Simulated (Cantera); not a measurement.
A closed system holds: 1 mol toluene, 0.37 mol CO2, 2.2 mol N2, at 1802 °C and 0.360 bar.

Cantera equilibrium calculation (NASA polynomials, part measured and part estimated; ideal gas, pure solids and liquids). Candidate condensed phases: C, C6H6, C7H8, C8H18, H2O; 136 gas species. Kinetics and transport are ignored.

Base state: H2 0.569, N2 0.312, CO 0.106, HCN 0.00825, H 0.00335, C2H2 (acetylene) 0.000705, HNC 0.000535, CH4 4.08e-5 (mole fractions); condensed: C(graphite).

Problem. What changes in the equilibrium state with this change: CO2 from 0.37 to 1.1 mol?

Solution. 
```
species             before     after
----------------  --------  --------
H2                   0.569     0.470
CO                   0.106     0.262
N2                   0.312     0.258
CH4                4.08e-5   2.78e-5
C2H2 (acetylene)  0.000705  0.000583
HCN                0.00825   0.00682
HNC               0.000535  0.000442
C(graphite), mol      6.56      5.83
```

Problem. What changes in the equilibrium state with this change: pressure from 0.360 bar to 44.0 bar?

Solution. 
| species | before | after |
|---|---|---|
| H2 | 0.569 | 0.564 |
| N2 | 0.312 | 0.314 |
| CO | 0.106 | 0.107 |
| CH4 | 4.08e-5 | 0.00490 |
| H | 0.00335 | 0.000301 |
| H2O | 1.92e-6 | 0.000233 |
| NH3 | 1.54e-6 | 0.000186 |
| CH3CN | 2.38e-7 | 2.88e-5 |
| C2H4 | 6.49e-7 | 7.80e-5 |
| C(graphite), mol | 6.56 | 6.53 |
The ideal-gas law is rough above about 30 bar.
